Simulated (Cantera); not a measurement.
**Stirred combustor or abatement burner**

A perfectly stirred reactor is fed with 5.19 % CH4, 0.161 % CO, 15.8 % O2, 71.1 % N2, 7.78 % CO2, at 4.93 atm; it is adiabatic with a 673 K inlet, and is followed from long to short residence time, starting on the burning branch (τ in s: 0.16, 0.067, 0.028, 0.012, 0.005, 0.0021, 0.00088, 0.00037, 0.00016, 6.6e-05, 2.8e-05, 1.2e-05).

Cantera simulation using GRI-Mech 3.0 (53 species, 325 reactions); the numbers are that mechanism's predictions, not measurements.

```tsv
τ (s)	T (K)	x CH4	x CO	x O2	x O	x CO2	x CH2CO	x NO
0.16	1784	4.27e-6	0.000144	0.0537	1.88e-5	0.131	4.84e-10	1.40e-5
0.067	1783	8.27e-6	0.000245	0.0537	2.69e-5	0.131	1.69e-9	9.98e-6
0.028	1781	1.54e-5	0.000433	0.0538	4.17e-5	0.131	5.22e-9	8.30e-6
0.012	1777	2.75e-5	0.000761	0.0539	6.66e-5	0.130	1.44e-8	7.65e-6
0.0050	1771	5.00e-5	0.00137	0.0542	0.000110	0.130	3.87e-8	7.23e-6
0.0021	1760	9.15e-5	0.00244	0.0548	0.000179	0.129	9.98e-8	6.53e-6
0.00088	1741	0.000174	0.00436	0.0559	0.000283	0.126	2.60e-7	5.42e-6
0.00037	1708	0.000364	0.00790	0.0581	0.000404	0.122	7.60e-7	3.96e-6
0.00016	673	0.0519	0.00161	0.158	<1e-12	0.0778	<1e-12	<1e-12
6.6e-5	673	0.0519	0.00161	0.158	<1e-12	0.0778	<1e-12	<1e-12
2.8e-5	673	0.0519	0.00161	0.158	<1e-12	0.0778	<1e-12	<1e-12
1.2e-5	673	0.0519	0.00161	0.158	<1e-12	0.0778	<1e-12	<1e-12
```
x: mole fraction; the columns are a selection and need not sum to one.
